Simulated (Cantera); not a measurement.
A perfectly stirred reactor is fed with 9.09 % CH₄, 90.9 % H₂, at 1.01 bar; it is held at 1900 K, and followed from long to short residence time.

Detailed kinetics in Cantera: GRI-Mech 3.0 (53 species, 325 reactions). GRI-Mech 3.0 stops at C3 and has no aromatics, soot or wall deposition, so with more carbon than oxygen in the feed, carbon stays in small species such as C2H2 where larger ones or solid carbon would form.

One state of this run: x CH₄ = 0.0106; x H₂ = 0.952; x C₂H₄ = 0.000430; x C₂H₆ = 9.72e-7; x C₂H₂ = 0.0363; x C₂H = 3.82e-7. x: mole fraction; the columns are a selection and need not sum to one.

Problem. Which value of τ (s) does it belong to?
(A) 0.026
(B) 8.9
(C) 0.084
(D) 0.27

Solution. D, 0.27
